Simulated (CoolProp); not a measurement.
Vapour-liquid equilibrium of CHF3 (R23) (1) + R152A (2) at -80.35 °C; x and y are mole fractions of (1).

Model: multi-fluid Helmholtz-energy mixture model, Penoncello 2003 and Outcalt 1996; pair parameters Bell 2016, in CoolProp.

### Question
Give the bubble pressure and the first vapour's composition at x = 0.25, 0.55, 0.85. Is there an azeotrope?

### Answer
x = 0.25: 0.02735 MPa, y = 0.903; x = 0.55: 0.06023 MPa, y = 0.974; x = 0.85: 0.09446 MPa, y = 0.994. No azeotrope shows between x = 0.05 and 0.95.

Pair parameters are fitted to limited data, so mixtures are less certain than the pure fluids.
